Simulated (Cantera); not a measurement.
## SiO2 + HF + N2 (oxide etching and cleaning by halides)

Feed: 1 mol SiO2, a varied amount of HF, 37 mol N2, equilibrated at 948 K and 1.30 Pa.

These are equilibrium values from Cantera (NASA tables, ideal gas, pure condensed phases), not measurements of a reactor. Candidate condensed phases: H2O, Si, SiO2, Si2N2O, Si3N4; 58 gas species. Kinetics and transport are ignored.

```json
[
 {"n(HF) (mol)": "3.1", "x N2": "0.924", "x HF": "0.0735", "x H2O": "0.00192", "x SiF4": "0.000960", "x H2": "5.74e-8", "x O2": "2.51e-8", "n SiO2(β-quartz)": "0.962"},
 {"n(HF) (mol)": "4.7", "x N2": "0.889", "x HF": "0.107", "x H2O": "0.00315", "x SiF4": "0.00157", "x H2": "7.93e-8", "x O2": "3.53e-8", "n SiO2(β-quartz)": "0.934"},
 {"n(HF) (mol)": "6.3", "x N2": "0.856", "x HF": "0.137", "x H2O": "0.00440", "x SiF4": "0.00220", "x H2": "9.87e-8", "x O2": "4.45e-8", "n SiO2(β-quartz)": "0.905"},
 {"n(HF) (mol)": "7.9", "x N2": "0.826", "x HF": "0.165", "x H2O": "0.00565", "x SiF4": "0.00282", "x H2": "1.16e-7", "x O2": "5.28e-8", "n SiO2(β-quartz)": "0.874"},
 {"n(HF) (mol)": "9.5", "x N2": "0.798", "x HF": "0.191", "x H2O": "0.00687", "x SiF4": "0.00343", "x H2": "1.32e-7", "x O2": "6.05e-8", "n SiO2(β-quartz)": "0.841"},
 {"n(HF) (mol)": "11", "x N2": "0.774", "x HF": "0.214", "x H2O": "0.00798", "x SiF4": "0.00399", "x H2": "1.46e-7", "x O2": "6.70e-8", "n SiO2(β-quartz)": "0.809"},
 {"n(HF) (mol)": "13", "x N2": "0.743", "x HF": "0.242", "x H2O": "0.00942", "x SiF4": "0.00471", "x H2": "1.63e-7", "x O2": "7.51e-8", "n SiO2(β-quartz)": "0.766"},
 {"n(HF) (mol)": "14", "x N2": "0.729", "x HF": "0.256", "x H2O": "0.0101", "x SiF4": "0.00506", "x H2": "1.70e-7", "x O2": "7.89e-8", "n SiO2(β-quartz)": "0.743"},
 {"n(HF) (mol)": "16", "x N2": "0.702", "x HF": "0.281", "x H2O": "0.0115", "x SiF4": "0.00573", "x H2": "1.85e-7", "x O2": "8.59e-8", "n SiO2(β-quartz)": "0.698"},
 {"n(HF) (mol)": "18", "x N2": "0.677", "x HF": "0.304", "x H2O": "0.0127", "x SiF4": "0.00637", "x H2": "1.98e-7", "x O2": "9.23e-8", "n SiO2(β-quartz)": "0.652"},
 {"n(HF) (mol)": "19", "x N2": "0.665", "x HF": "0.315", "x H2O": "0.0133", "x SiF4": "0.00667", "x H2": "2.04e-7", "x O2": "9.54e-8", "n SiO2(β-quartz)": "0.629"}
]
```
x: gas mole fraction; n: condensed amount in mol.

From 3.1 mol HF to 19 mol HF the condensed part is SiO2(β-quartz). The main Si-bearing gas is SiF4 throughout. The share of Si in condensed phases is highest at 3.1 mol HF (96.2 %) and lowest at 19 mol HF (62.9 %).
